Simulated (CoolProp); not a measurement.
Vapour-liquid equilibrium of diethyl ether (1) + benzene (2) at 324.2 K; x and y are mole fractions of (1).

Values from CoolProp's multi-fluid Helmholtz-energy mixture model, Thol 2014 and Thol 2012; pair parameters Bell 2016.

```csv
x,"bubble pressure, mixture model (MPa)","bubble pressure, Raoult's law (MPa)","y, mixture model","y, Raoult's law"
0.05,0.04447,0.04461,0.192,0.198
0.125,0.05460,0.05502,0.390,0.401
0.2,0.06471,0.06543,0.527,0.539
0.275,0.07482,0.07583,0.627,0.640
0.35,0.08497,0.08624,0.703,0.716
0.425,0.09518,0.09664,0.764,0.776
0.5,0.1055,0.1071,0.814,0.824
0.575,0.1158,0.1175,0.855,0.864
0.65,0.1263,0.1279,0.890,0.897
0.725,0.1369,0.1383,0.919,0.925
0.8,0.1475,0.1487,0.945,0.949
0.875,0.1583,0.1591,0.968,0.970
0.95,0.1691,0.1695,0.988,0.989
```

The largest gap from Raoult's law is -1.5 % in bubble pressure, at x = 0.425. No azeotrope shows between x = 0.05 and 0.95.

Pair parameters are fitted to limited data, so mixtures are less certain than the pure fluids.
